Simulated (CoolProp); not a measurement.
Vapour-liquid equilibrium of methanol (1) + ethanol (2) at 341.8 K; x and y are mole fractions of (1).

Values from CoolProp's multi-fluid Helmholtz-energy mixture model, de Reuck 1993 and Schroeder 2014; pair parameters Bell 2016.

**Question.** Give the bubble pressure and the first vapour's composition at x = 0.05, 0.35, 0.8. Is there an azeotrope?

**Answer.** x = 0.05: 0.07069 MPa, y = 0.085; x = 0.35: 0.08539 MPa, y = 0.474; x = 0.8: 0.1080 MPa, y = 0.873. No azeotrope shows between x = 0.05 and 0.95.

Pair parameters are fitted to limited data, so mixtures are less certain than the pure fluids.
